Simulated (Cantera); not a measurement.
What does this Cantera script print?

```python
import numpy as np
import cantera as ct

gas = ct.Solution("h2o2.yaml")
gas.TPX = 1250, 11000, {'H2': 1.9, 'O2': 1, 'N2': 1.2}
inlet = ct.Reservoir(gas, clone=True)

reactor = ct.IdealGasConstPressureReactor(gas, energy="off", clone=False)
exhaust = ct.Reservoir(gas, clone=True)
tau = [17, 4.7, 1.3, 0.37, 0.1, 0.028, 0.0079, 0.0022][0]
for a, b in ((inlet, reactor), (reactor, exhaust)):
    ct.MassFlowController(a, b, mdot=lambda t: reactor.mass / tau)
net = ct.ReactorNet([reactor])
show = ['H2', 'O2', 'H2O', 'OH', 'O']

rows = []
print(f"{'tau/s':>10s}{'T/K':>9s}" + "".join(f"{s:>11s}" for s in show))
for tau in [17, 4.7, 1.3, 0.37, 0.1, 0.028, 0.0079, 0.0022]:
    net.initial_time = 0.0
    net.advance(30 * tau)
    before = gas.X
    net.advance(40 * tau)
    drift = np.max(np.abs(gas.X - before) / (gas.X + 1e-9))
    rows.append([gas.T, *gas[show].X, drift])
    print(f"{tau:10.3e}{gas.T:9.1f}" + "".join(f"{x:11.3e}" for x in gas[show].X))
```

Result:

```
     tau/s      T/K         H2         O2        H2O         OH          O
 1.700e+01   1250.0  5.154e-04  1.603e-02  6.022e-01  3.606e-04  2.173e-05
 4.700e+00   1250.0  1.189e-03  1.631e-02  6.012e-01  5.565e-04  5.235e-05
 1.300e+00   1250.0  2.666e-03  1.698e-02  5.988e-01  8.572e-04  1.254e-04
 3.700e-01   1250.0  5.603e-03  1.841e-02  5.939e-01  1.300e-03  2.910e-04
 1.000e-01   1250.0  1.128e-02  2.137e-02  5.838e-01  1.984e-03  6.879e-04
 2.800e-02   1250.0  2.047e-02  2.658e-02  5.654e-01  2.956e-03  1.561e-03
 7.900e-03   1250.0  3.407e-02  3.514e-02  5.335e-01  4.314e-03  3.444e-03
 2.200e-03   1250.0  5.276e-02  4.851e-02  4.804e-01  6.122e-03  7.354e-03
```

Cantera simulation using the H2/O2 subset of GRI-Mech 3.0, which has no nitrogen chemistry; the numbers are that mechanism's predictions, not measurements. The temperature is held fixed by assumption; the heat of reaction is taken as removed at once.
